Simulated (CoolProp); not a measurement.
Vapour-liquid equilibrium of R134a (1) + R227EA (2) at 0.0346 bar; x and y are mole fractions of (1).

Model: multi-fluid Helmholtz-energy mixture model, Tillner-Roth 1994 and Lemmon 2016; pair parameters Bell 2016, in CoolProp.

**Question.** Give the bubble temperature and the first vapour's composition at x = 0.05, 0.65, 0.95. Is there an azeotrope?

**Answer.** x = 0.05: 198.6 K, y = 0.104; x = 0.65: 193.7 K, y = 0.752; x = 0.95: 192.6 K, y = 0.962. No azeotrope shows between x = 0.05 and 0.95.

Pair parameters are fitted to limited data, so mixtures are less certain than the pure fluids.
